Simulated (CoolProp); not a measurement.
n-undecane along the isobar 0.101 MPa: fugacity coefficient from the reference equation and from simpler models built on Tc = 365.7 °C, pc = 1.990 MPa, ω = 0.539; each cubic takes its own stable root.

Computed with CoolProp (reference Helmholtz-energy equation of state, Aleksandrov 2011). It is a short technical equation, of lower accuracy than the large ones.

```tsv
T (°C)	phase	reference	Redlich-Kwong	Soave-Redlich-Kwong	Peng-Robinson
219.35	gas	0.9475	0.9643	0.9571	0.9549
235.25	gas	0.9538	0.9672	0.9613	0.9591
251.25	gas	0.9590	0.9699	0.9651	0.9629
267.15	gas	0.9635	0.9723	0.9684	0.9663
283.15	gas	0.9673	0.9745	0.9714	0.9693
299.05	gas	0.9705	0.9764	0.9741	0.9720
314.95	gas	0.9734	0.9782	0.9765	0.9745
330.95	gas	0.9759	0.9798	0.9787	0.9767
346.85	gas	0.9781	0.9812	0.9807	0.9787
```
